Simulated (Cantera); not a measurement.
Input: 1 mol SiCl4, 0.15 mol Cl2, 9.6 mol N2, equilibrated at 950 K and 0.0280 bar.

Equilibrium computed with Cantera from the NASA thermochemical tables; the gas is ideal and each condensed phase is pure. Candidate condensed phases: Si, Si3N4; 13 gas species. Equilibrium is a limit: real reactors are often held back by kinetics, nucleation or transport.

Base state: N2 0.893, SiCl4 0.0930, Cl2 0.0139, Cl 0.000125 (mole fractions); condensed: gas only.

Question: What changes in the equilibrium state with this change: temperature from 950 K to 1275 K?

Answer: 
| species | before | after |
|---|---|---|
| N2 | 0.893 | 0.890 |
| SiCl4 | 0.0930 | 0.0927 |
| Cl2 | 0.0139 | 0.0108 |
| Cl | 0.000125 | 0.00615 |
